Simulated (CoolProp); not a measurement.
Aqueous potassium acetate as a coolant, 18 % by mass, freezing at -9.6 °C, 1 atm.

Computed with CoolProp (Melinder's fits for secondary coolants).

```json
[
 {"T (°C)": "-5.5", "viscosity (mPa s)": "3.39", "Prandtl number": "23.9", "density (kg/m³)": "1098", "cp (kJ/(kg K))": "3.535"},
 {"T (°C)": "-0.7", "viscosity (mPa s)": "2.85", "Prandtl number": "19.9", "density (kg/m³)": "1097", "cp (kJ/(kg K))": "3.542"},
 {"T (°C)": "4", "viscosity (mPa s)": "2.44", "Prandtl number": "16.8", "density (kg/m³)": "1096", "cp (kJ/(kg K))": "3.549"},
 {"T (°C)": "8.8", "viscosity (mPa s)": "2.11", "Prandtl number": "14.4", "density (kg/m³)": "1094", "cp (kJ/(kg K))": "[?]"},
 {"T (°C)": "13.6", "viscosity (mPa s)": "[?]", "Prandtl number": "12.5", "density (kg/m³)": "1093", "cp (kJ/(kg K))": "3.563"},
 {"T (°C)": "18.3", "viscosity (mPa s)": "1.64", "Prandtl number": "10.9", "density (kg/m³)": "1091", "cp (kJ/(kg K))": "3.570"},
 {"T (°C)": "23.1", "viscosity (mPa s)": "1.46", "Prandtl number": "9.66", "density (kg/m³)": "1090", "cp (kJ/(kg K))": "3.577"},
 {"T (°C)": "27.9", "viscosity (mPa s)": "[?]", "Prandtl number": "8.61", "density (kg/m³)": "[?]", "cp (kJ/(kg K))": "3.583"},
 {"T (°C)": "32.6", "viscosity (mPa s)": "1.20", "Prandtl number": "7.74", "density (kg/m³)": "1086", "cp (kJ/(kg K))": "3.589"}
]
```

Question: Complete the blanks.

Answer: 
- 8.8, cp (kJ/(kg K)): 3.556
- 13.6, viscosity (mPa s): 1.85
- 27.9, viscosity (mPa s): 1.32
- 27.9, density (kg/m³): 1088
